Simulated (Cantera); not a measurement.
A perfectly stirred reactor is fed with 5.87 % CH₄, 1.41 % CO, 19.4 % O₂, 73.3 % N₂, equivalence ratio 0.64, at 0.237 atm; it is adiabatic with a 500 K inlet, and is followed from long to short residence time, starting on the burning branch (τ in s: 0.17, 0.066, 0.025, 0.0094, 0.0035, 0.0013, 0.0005, 0.00019, 7.2e-05, 2.7e-05, 1e-05, 3.9e-06).

Cantera simulation using GRI-Mech 3.0 (53 species, 325 reactions); the numbers are that mechanism's predictions, not measurements.

x: mole fraction; the columns are a selection and need not sum to one.

| τ (s) | T (K) | x CH₄ | x CO | x O₂ | x CH₂O | x N₂O | x CO₂ | x NO₂ |
|---|---|---|---|---|---|---|---|---|
| 0.17 | 1877 | 7.13e-6 | 0.00177 | 0.0701 | 9.75e-7 | 1.41e-7 | 0.0713 | 2.29e-8 |
| 0.066 | 1855 | 1.31e-5 | 0.00300 | 0.0704 | 1.82e-6 | 1.28e-7 | 0.0699 | 1.09e-8 |
| 0.025 | 1820 | 2.48e-5 | 0.00491 | 0.0710 | 3.41e-6 | 1.07e-7 | 0.0678 | 5.06e-9 |
| 0.0094 | 1768 | 5.01e-5 | 0.00758 | 0.0720 | 6.51e-6 | 8.66e-8 | 0.0648 | 2.57e-9 |
| 0.0035 | 1700 | [?] | [?] | 0.0738 | [?] | [?] | 0.0608 | [?] |
| 0.0013 | 1617 | 0.000289 | 0.0167 | 0.0771 | 2.99e-5 | 5.78e-8 | 0.0547 | 8.06e-10 |
| 0.00050 | 1516 | 0.000997 | 0.0274 | 0.0851 | 8.57e-5 | 4.49e-8 | 0.0427 | 3.94e-10 |
| 0.00019 | 500 | 0.0587 | 0.0141 | 0.194 | <1e-12 | <1e-12 | <1e-12 | <1e-12 |
| 7.2e-5 | 500 | 0.0587 | 0.0141 | 0.194 | <1e-12 | <1e-12 | <1e-12 | <1e-12 |
| 2.7e-5 | 500 | 0.0587 | 0.0141 | 0.194 | <1e-12 | <1e-12 | <1e-12 | <1e-12 |
| 1.0e-5 | 500 | 0.0587 | 0.0141 | 0.194 | <1e-12 | <1e-12 | <1e-12 | <1e-12 |
| 3.9e-6 | 500 | 0.0587 | 0.0141 | 0.194 | <1e-12 | <1e-12 | <1e-12 | <1e-12 |

Q: Fill in the missing entries.

A: 
- 0.0035, x CH₄: 0.000111
- 0.0035, x CO: 0.0112
- 0.0035, x CH₂O: 1.32e-5
- 0.0035, x N₂O: 7.03e-8
- 0.0035, x NO₂: 1.45e-9
